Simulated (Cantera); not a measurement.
Standard-state values (1 bar) from the NASA 1993 polynomials, evaluated with Cantera. Values are per mole of reaction as written; species without (g) are pure solids or liquids, kept so even where they would boil at 1 bar.

Between 300 and 1173 K, where is each reaction favourable under standard conditions?
- 3 Fe(OH)2 = 3 Fe + O3(g) + 3 H2O(g)


- 3 Fe(OH)2 = 3 Fe + O3(g) + 3 H2O(g): ΔG° is 951 kJ at 300 K and 461 kJ at 1173 K; it stays positive (K < 1). ΔH° is 1083 kJ and ΔS° 530 J/K at 1173 K.
